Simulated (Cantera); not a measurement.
A Cantera script and what it prints.

```python
import numpy as np
import cantera as ct

gas_names = """
    H HNO HNO2 HNO3 HO2 H2 H2O H2O2 N NH NH2 NH3 NH2OH NO NO2 NO3 N2 N2H2 N2H4 N2O O OH O2 O3 Si SiH
    SiH2 SiH3 SiH4 SiN SiO SiO2 Si2 Si2N Si3
""".split()
cond_names = """
    H2O(s) H2O(L) Si(cr) Si(L) SiO2(Lqz) SiO2(hqz) SiO2(L) Si2N2O(s) Si3N4(a)
""".split()


# ... load() reads the species with a 1 bar reference pressure and builds the phases ...
atoms = {
    'Si3N4': {'Si': 3, 'N': 4},
    'O2': {'O': 2},
    'H2': {'H': 2},
}
top_T = {'Si2N2O(s)': 2100, 'Si3N4(a)': 2400}  # K; cautious upper limits of use, not melting points


# ... equilibrate(T, P, feed) seeds the gas with the atoms and calls Mixture.equilibrate('TP', solver="vcs", rtol=1e-11, max_steps=5000) ...
results = []
feed = {'Si3N4': 1, 'O2': 0.071, 'H2': 83}  # mol
P = 24000  # Pa
for T in [1123, 1223, 1323, 1423, 1523, 1623, 1723, 1823, 1923, 2023, 2123, 2223]:
    mix = equilibrate(T, P, feed)
    results.append((T, P, feed, dict(zip(mix.species_names, mix.species_moles))))

top = {s: max(r[3][s] / sum(r[3][g] for g in gas_names) for r in results) for s in gas_names}
cols = sorted((s for s in top if top[s] > 1e-06), key=lambda s: -top[s])[:7]
seen = [c for c in cond_names if any(r[3].get(c, 0) > 1e-12 for r in results)]
print("log10 of partial pressures in bar; condensed amounts in mol")
print(f"{'T/K':>10s}" + "".join(f"{s[:9]:>10s}" for s in cols + seen))
for T, P, feed, n in results:
    ng = sum(n[g] for g in gas_names)
    print(f"{T:10.4g}" + "".join(f"{np.log10(max(n[s] / ng * P / 1e5, 1e-99)):10.3f}" for s in cols)
          + "".join(f"{n.get(c, 0):10.4g}" for c in seen))
```

Result:

```
log10 of partial pressures in bar; condensed amounts in mol
       T/K        H2        N2         H        Si       SiO       SiH      SiH2    Si(cr)     Si(L) Si2N2O(s)  Si3N4(a)
      1123    -0.620    -3.865    -7.681   -16.385   -13.012   -15.290   -12.459         0         0     0.142    0.9053
      1223    -0.620    -3.864    -6.832   -13.744   -10.792   -12.940   -10.599         0         0     0.142    0.9053
      1323    -0.620    -3.864    -6.110   -11.506    -8.914   -10.950    -9.021         0         0     0.142    0.9053
      1423    -0.620    -3.864    -5.488    -9.586    -7.306    -9.244    -7.669         0         0     0.142    0.9053
      1523    -0.620    -3.862    -4.946    -7.923    -5.913    -7.767    -6.497         0         0    0.1416    0.9054
      1623    -0.621    -3.354    -4.471    -6.806    -4.865    -6.814    -5.810    0.1558         0    0.1373    0.8548
      1723    -0.624    -2.626    -4.051    -6.007    -4.036    -6.162    -5.395         0     1.151    0.1098    0.5317
      1823    -0.631    -2.249    -3.679    -5.355    -3.398    -5.641    -5.086         0     2.852         0         0
      1923    -0.632    -2.249    -3.342    -4.770    -3.398    -5.173    -4.804         0     2.843         0         0
      2023    -0.633    -2.250    -3.038    -4.245    -3.399    -4.753    -4.551         0      2.82         0         0
      2123    -0.635    -2.251    -2.762    -3.770    -3.400    -4.373    -4.323         0      2.76         0         0
      2223    -0.638    -2.253    -2.512    -3.337    -3.401    -4.030    -4.117         0     2.619         0         0
```

These are equilibrium values from Cantera (NASA tables, ideal gas, pure condensed phases), not measurements of a reactor. Mutual solubility and eutectic melting of coexisting phases are not modelled. The tables' values for SiN are old estimates; treat these amounts as uncertain. Gases not in the tables: Si2H6 and higher silanes.
